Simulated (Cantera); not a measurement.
**Thermodynamics of calcination and drying, feed MgCO₃ + H₂ + CO₂**

Feed: 1 mol MgCO₃, a varied amount of H₂, 5.3 mol CO₂, equilibrated at 973.15 K and 1.60 bar.

Method: chemical equilibrium by Gibbs-energy minimisation in Cantera with the NASA 1993 tables (ideal gas, pure condensed phases). Candidate condensed phases: C, C₆H₆, C₇H₈, C₈H₁₈, H₂O, Mg, MgCO₃, MgO, Mg(OH)₂; 116 gas species. Kinetics and transport are ignored.

```json
[
 {"n(H₂) (mol)": "0.23", "x CO₂": "0.931", "x H₂O": "0.0333", "x CO": "0.0333", "x H₂": "0.00192", "x CH₄": "1.44e-9", "n MgO(s)": "1.00"},
 {"n(H₂) (mol)": "0.3", "x CO₂": "0.912", "x H₂O": "0.0423", "x CO": "0.0423", "x H₂": "0.00316", "x CH₄": "6.43e-9", "n MgO(s)": "1.00"},
 {"n(H₂) (mol)": "0.39", "x CO₂": "0.889", "x H₂O": "0.0532", "x CO": "0.0532", "x H₂": "0.00513", "x CH₄": "2.75e-8", "n MgO(s)": "1.00"},
 {"n(H₂) (mol)": "0.51", "x CO₂": "0.859", "x H₂O": "0.0666", "x CO": "0.0666", "x H₂": "0.00832", "x CH₄": "1.17e-7", "n MgO(s)": "1.00"},
 {"n(H₂) (mol)": "0.66", "x CO₂": "0.823", "x H₂O": "0.0817", "x CO": "0.0817", "x H₂": "0.0131", "x CH₄": "4.56e-7", "n MgO(s)": "1.00"},
 {"n(H₂) (mol)": "0.85", "x CO₂": "0.782", "x H₂O": "0.0988", "x CO": "0.0988", "x H₂": "0.0201", "x CH₄": "1.65e-6", "n MgO(s)": "1.00"},
 {"n(H₂) (mol)": "1.1", "x CO₂": "0.733", "x H₂O": "0.118", "x CO": "0.118", "x H₂": "0.0306", "x CH₄": "5.84e-6", "n MgO(s)": "1.00"},
 {"n(H₂) (mol)": "1.4", "x CO₂": "0.681", "x H₂O": "0.137", "x CO": "0.137", "x H₂": "0.0446", "x CH₄": "1.80e-5", "n MgO(s)": "1.00"},
 {"n(H₂) (mol)": "1.9", "x CO₂": "0.607", "x H₂O": "0.162", "x CO": "0.162", "x H₂": "0.0696", "x CH₄": "6.88e-5", "n MgO(s)": "1.00"},
 {"n(H₂) (mol)": "2.4", "x CO₂": "0.545", "x H₂O": "0.180", "x CO": "0.180", "x H₂": "0.0956", "x CH₄": "0.000178", "n MgO(s)": "1.00"},
 {"n(H₂) (mol)": "3.1", "x CO₂": "0.474", "x H₂O": "0.197", "x CO": "0.196", "x H₂": "0.132", "x CH₄": "0.000464", "n MgO(s)": "1.00"}
]
```
x: gas mole fraction; n: condensed amount in mol.

From 0.23 mol H₂ to 3.1 mol H₂ the condensed part is MgO(s).
